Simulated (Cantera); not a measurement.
An isothermal, constant-pressure homogeneous reactor starts with 10.8 % CH3OH, 3.18 % O2, 86.1 % N2, equivalence ratio 5.1, at 1575 K and 13.8 atm.

Model: GRI-Mech 3.0 (53 species, 325 reactions), integrated in Cantera. GRI-Mech 3.0 was tuned for natural gas; its chemistry of methanol as a main component is partial and can be far from experiment. The pressure lies above the range GRI-Mech 3.0 was tuned for (to about 10 atm). The temperature is held fixed by assumption; the heat of reaction is taken as removed at once.

x: mole fraction; the columns are a selection and need not sum to one.

| t (s) | x CH3OH | x O2 | x NO2 | x H2O | x NO | x C2H6 | x C2H4 |
|---|---|---|---|---|---|---|---|
| 0.000300 | (withheld) | 0.000109 | 1.43e-12 | 0.0512 | 1.33e-8 | 1.52e-7 | 2.84e-6 |
| 0.00123 | (withheld) | 2.25e-5 | <1e-12 | 0.0510 | 9.99e-9 | 3.94e-8 | 2.13e-6 |
| 0.00506 | (withheld) | 1.42e-6 | <1e-12 | 0.0504 | 5.07e-9 | 1.92e-8 | 1.80e-6 |
| 0.0208 | (withheld) | 1.10e-10 | <1e-12 | 0.0488 | 4.47e-10 | 1.82e-8 | 1.81e-6 |
| 0.0855 | 3.07e-9 | <1e-12 | <1e-12 | 0.0461 | 2.33e-12 | 1.83e-8 | 1.86e-6 |
| 0.351 | 2.97e-9 | <1e-12 | <1e-12 | 0.0453 | 2.33e-12 | 1.78e-8 | 1.82e-6 |
| 1.44 | 2.80e-9 | <1e-12 | <1e-12 | 0.0453 | 2.47e-12 | 1.59e-8 | 1.62e-6 |
| 5.93 | (withheld) | <1e-12 | <1e-12 | 0.0451 | 2.81e-12 | 9.93e-9 | 1.01e-6 |
| 24.3 | 9.12e-10 | <1e-12 | <1e-12 | 0.0448 | 3.17e-12 | 1.55e-9 | 1.57e-7 |
| 100 | 1.05e-10 | <1e-12 | <1e-12 | 0.0446 | 3.42e-12 | 1.60e-12 | 1.63e-10 |

Complete the blanks.


- 0.000300, x CH3OH: 2.95e-8
- 0.00123, x CH3OH: 7.18e-9
- 0.00506, x CH3OH: 3.65e-9
- 0.0208, x CH3OH: 3.32e-9
- 5.93, x CH3OH: 2.22e-9
